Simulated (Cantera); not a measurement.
Stirred combustor or abatement burner

A perfectly stirred reactor is fed with 7.08 % CO, 3.40 % H2, 0.368 % CH4, 8.43 % O2, 80.7 % N2, equivalence ratio 0.71, at 10500 Torr; it is adiabatic with a 625 K inlet, and is followed from long to short residence time, starting on the burning branch (τ in s: 0.044, 0.021, 0.0098, 0.0046, 0.0022, 0.001, 0.00049, 0.00023, 0.00011, 5.1e-05, 2.4e-05, 1.1e-05).

Detailed kinetics in Cantera: GRI-Mech 3.0 (53 species, 325 reactions). The pressure lies above the range GRI-Mech 3.0 was tuned for (to about 10 atm).

```tsv
τ (s)	T (K)	x CO	x H2	x CH4	x CH2	x C2H6	x O2
0.044	1562	0.000479	3.03e-5	1.73e-6	1.35e-9	1.29e-10	0.0261
0.021	1559	0.000828	5.15e-5	2.94e-6	2.63e-9	2.87e-10	0.0262
0.0098	1553	0.00147	8.97e-5	5.14e-6	5.05e-9	6.40e-10	0.0266
0.0046	1544	0.00263	0.000158	9.17e-6	9.20e-9	1.42e-9	0.0272
0.0022	1526	0.00482	0.000286	1.70e-5	1.54e-8	3.29e-9	0.0283
0.0010	1472	0.0115	0.000688	4.51e-5	2.12e-8	1.46e-8	0.0318
0.00049	625	0.0708	0.0340	0.00368	<1e-12	<1e-12	0.0843
0.00023	625	0.0708	0.0340	0.00368	<1e-12	<1e-12	0.0843
0.00011	625	0.0708	0.0340	0.00368	<1e-12	<1e-12	0.0843
5.1e-5	625	0.0708	0.0340	0.00368	<1e-12	<1e-12	0.0843
2.4e-5	625	0.0708	0.0340	0.00368	<1e-12	<1e-12	0.0843
1.1e-5	625	0.0708	0.0340	0.00368	<1e-12	<1e-12	0.0843
```
x: mole fraction; the columns are a selection and need not sum to one.
